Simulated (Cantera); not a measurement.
Input: 1 mol n-butane, 1.2 mol H2O, 0.097 mol CO2, equilibrated at 1.00 bar.

These are equilibrium values from Cantera (NASA tables, ideal gas, pure condensed phases), not measurements of a reactor. Candidate condensed phases: C, C6H6, C7H8, C8H18, H2O; 110 gas species. Equilibrium is a limit: real reactors are often held back by kinetics, nucleation or transport. All values below are at 2923 K.

Base state: H2 0.687, CO 0.174, H 0.103, C2H2 (acetylene) 0.0340, C2H 0.000779, C4H2 0.000701, C3 0.000134, CH3 9.68e-5 (mole fractions); condensed: C(graphite).

What changes in the equilibrium state with this change: CO2 from 0.097 to 0.53 mol?


```csv
species,before,after
H2,0.687,0.616
CO,0.174,0.254
H,0.103,0.0973
C2H2 (acetylene),0.0340,0.0305
CH4,4.01e-5,3.22e-5
C3H3 (propargyl),1.15e-5,9.81e-6
"C(graphite), mol",2.12,1.68
```
